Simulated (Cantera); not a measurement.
Cantera run:

```python
import numpy as np
import cantera as ct

gas_names = """
    H HO2 H2 H2O H2O2 O OH O2 O3 Si SiH SiH2 SiH3 SiH4 SiO SiO2 Si2 Si3
""".split()
cond_names = """
    H2O(s) H2O(L) Si(cr) Si(L) SiO2(Lqz) SiO2(hqz) SiO2(L)
""".split()


def load(file, names, dense=False):
    # The tables refer to 1 bar. Condensed volumes are neglected.
    table = {s.name: s for s in ct.Species.list_from_file(file)}
    out = []
    for n in names:
        d = dict(table[n].input_data)
        d["thermo"] = dict(d["thermo"], **{"reference-pressure": 1e5})
        if dense:
            d["equation-of-state"] = {"model": "constant-volume", "density": "1e6 g/cm^3"}
        out.append(ct.Species.from_dict(d))
    return out


gas = ct.Solution(thermo="ideal-gas", species=load("nasa_gas.yaml", gas_names))
cond = {s.name: ct.Solution(thermo="fixed-stoichiometry", species=[s], name=s.name)
        for s in load("nasa_condensed.yaml", cond_names, dense=True)}
atoms = {
    'Si': {'Si': 1},
    'O2': {'O': 2},
    'H2': {'H': 2},
}
top_T = {}  # K; cautious upper limits of use, not melting points


def equilibrate(T, P, feed):
    n = {}
    for name, mol in feed.items():
        for a, k in atoms[name].items():
            n[a] = n.get(a, 0.0) + k * mol
    gas.TPX = T, P, n
    mass = sum(n.values()) * gas.mean_molecular_weight
    gas.equilibrate("TP")
    valid = [c for c in cond.values() if c.min_temp <= T <= top_T.get(c.name, c.max_temp)]
    mix = ct.Mixture([(gas, mass / gas.mean_molecular_weight)] + [(c, 0.0) for c in valid])
    mix.T, mix.P = T, P
    mix.equilibrate("TP", solver="vcs", rtol=1e-11, max_steps=5000)
    return mix


results = []
feed = {'Si': 1, 'O2': 0.079, 'H2': 2}  # mol
P = 210000  # Pa
for T in [1775, 1800, 1825, 1850, 1875, 1900, 1925]:
    mix = equilibrate(T, P, feed)
    results.append((T, P, feed, dict(zip(mix.species_names, mix.species_moles))))
    x = sorted(zip(gas.X, gas.species_names), reverse=True)
    print(f"T = {T:g} K  P = {P:g} Pa  gas = {mix.phase_moles(0):.4g} mol")
    print("   x: " + "  ".join(f"{s} {v:.3e}" for v, s in x if v > 0.0001))
    print("   condensed (mol): " + ("  ".join(f"{mix.phase(i).name} {mix.phase_moles(i):.4g}"
          for i in range(1, mix.n_phases) if mix.phase_moles(i) > 1e-12) or "none"))
```

Result:

```
T = 1775 K  P = 210000 Pa  gas = 2.031 mol
   x: H2 9.847e-01  SiO 1.503e-02  H 1.982e-04
   condensed (mol): Si(L) 0.9057  SiO2(L) 0.0637
T = 1800 K  P = 210000 Pa  gas = 2.041 mol
   x: H2 9.796e-01  SiO 2.006e-02  H 2.445e-04
   condensed (mol): Si(L) 0.9005  SiO2(L) 0.05847
T = 1825 K  P = 210000 Pa  gas = 2.055 mol
   x: H2 9.730e-01  SiO 2.656e-02  H 2.998e-04
   condensed (mol): Si(L) 0.8937  SiO2(L) 0.05165
T = 1850 K  P = 210000 Pa  gas = 2.073 mol
   x: H2 9.646e-01  SiO 3.488e-02  H 3.651e-04
   condensed (mol): Si(L) 0.8848  SiO2(L) 0.04278
T = 1875 K  P = 210000 Pa  gas = 2.096 mol
   x: H2 9.540e-01  SiO 4.545e-02  H 4.418e-04
   condensed (mol): Si(L) 0.8733  SiO2(L) 0.03128
T = 1900 K  P = 210000 Pa  gas = 2.126 mol
   x: H2 9.405e-01  SiO 5.880e-02  H 5.311e-04  H2O 1.055e-04
   condensed (mol): Si(L) 0.8585  SiO2(L) 0.0164
T = 1925 K  P = 210000 Pa  gas = 2.158 mol
   x: H2 9.261e-01  SiO 7.308e-02  H 6.349e-04  H2O 1.202e-04
   condensed (mol): Si(L) 0.8421
```

These are equilibrium values from Cantera (NASA tables, ideal gas, pure condensed phases), not measurements of a reactor. Each liquid is taken as pure. Mutual solubility and eutectic melting of coexisting phases are not modelled. The tables hold silica as quartz up to 1696 K and as liquid above; real silica turns to tridymite and cristobalite and melts near 1996 K. Gases not in the tables: Si2H6 and higher silanes.
